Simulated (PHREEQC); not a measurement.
Make-up at 35 °C: 0.045 mol/kgw MnSO4 and 0.00036 mol/kgw NH4HSO4. It is in equilibrium with CO2 at log p = -1 (atm). Otherwise closed; pH follows from the charge balance.

Model: ion-association model, phreeqc.dat, run in PHREEQC.

Precipitation was switched off in this run.

Problem. Estimate the pH, density.

Solution. pH 3.85; density 1.000 g/cm³.

Problem. In which forms is N present?

Solution. NH4+ 90 %, NH4SO4- 10 % of the N.

Species that the database lacks are ignored.
